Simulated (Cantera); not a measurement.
MgO + SO₂ + O₂ + H₂S (roasting and sulfation)

Input: 1 mol MgO, 0.089 mol SO₂, 0.87 mol O₂, 0.069 mol H₂S, held at 1800 Torr.

These are equilibrium values from Cantera (NASA tables, ideal gas, pure condensed phases), not measurements of a reactor. Candidate condensed phases: H₂O, H₂SO₄, Mg, MgO, Mg(OH)₂, MgS, MgSO₄, S; 26 gas species. Mutual solubility and eutectic melting of coexisting phases are not modelled. Kinetics and transport are ignored.

| T (K) | log p O₂ | log p SO₂ | log p H₂O | log p SO₃ | n MgO(s) | n MgSO₄(s) |
|---|---|---|---|---|---|---|
| 723 | 0.34 | <-11 | -0.66 | -10.91 | 0.842 | 0.158 |
| 823 | 0.34 | -9.96 | -0.66 | -8.43 | 0.842 | 0.158 |
| 923 | 0.34 | -7.36 | -0.66 | -6.51 | 0.842 | 0.158 |
| 1023 | 0.34 | -5.28 | -0.66 | -4.97 | 0.842 | 0.158 |
| 1123 | 0.34 | -3.58 | -0.66 | -3.71 | 0.842 | 0.158 |
| 1223 | 0.34 | -2.18 | -0.66 | -2.68 | 0.845 | 0.155 |
| 1323 | 0.32 | -0.98 | -0.69 | -1.81 | 0.883 | 0.117 |
| 1423 | 0.27 | -0.45 | -0.78 | -1.56 | 1.00 | 0 |
| 1523 | 0.27 | -0.44 | -0.78 | -1.78 | 1.00 | 0 |
| 1623 | 0.27 | -0.43 | -0.78 | -1.97 | 1.00 | 0 |
| 1723 | 0.27 | -0.43 | -0.78 | -2.15 | 1.00 | 0 |
| 1823 | 0.27 | -0.42 | -0.78 | -2.30 | 1.000 | 0 |
log p: log10 of the partial pressure in bar; n: condensed amount in mol.

From 723 K to 1323 K the condensed part is MgO(s) + MgSO₄(s). From 1423 K to 1823 K the condensed part is MgO(s).
